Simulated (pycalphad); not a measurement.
Source of the numbers: pycalphad with the COST 507 light-alloy database (1999); pressure 1 atm. The database dates from 1999; later assessments differ in places, in temperatures and in the compounds included.

Problem. How does the equilibrium phase assembly of Si-0.2498Al (wt.%) change on cooling from 1850 K to 530 K?

Solution. 
| T (K) | phases above | phases below |
|---|---|---|
| 1685.7 | LIQUID | DIAMOND_A4 + LIQUID |
| 850.1 | DIAMOND_A4 + LIQUID | DIAMOND_A4 + FCC_A1 |
Changes were sought between steps of 40 K, so a narrower field can be missed.

FCC_A1 is fcc; DIAMOND_A4 is diamond (Si).
